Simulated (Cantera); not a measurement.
Feed: 1 mol SiH2Cl2, 1.3 mol NH3, 38 mol N2, equilibrated at 1048.15 K and 20.0 Pa.

Method: chemical equilibrium by Gibbs-energy minimisation in Cantera with the NASA 1993 tables (ideal gas, pure condensed phases). Candidate condensed phases: NH4Cl, Si, Si3N4; 28 gas species. The numbers say what is thermodynamically allowed, not how fast it happens.

Base state: N2 0.906, HCl 0.0475, H2 0.0466, SiCl4 3.68e-5 (mole fractions); condensed: Si3N4(s).

Task: What changes in the equilibrium state with this change: temperature from 1048.15 K to 2173 K?

Result: 
| species | before | after |
|---|---|---|
| N2 | 0.906 | 0.850 |
| H | 1.18e-7 | 0.0569 |
| H2 | 0.0466 | 0.0278 |
| HCl | 0.0475 | 0.0172 |
| Si | <1e-9 | 0.0212 |
| Cl | 1.10e-7 | 0.0257 |
| SiCl | <1e-9 | 0.000427 |
| SiN | <1e-9 | 4.92e-5 |
| Si3N4(s), mol | 0.333 | 0 |
The tables' values for SiCl, SiN are old estimates; treat these amounts as uncertain.
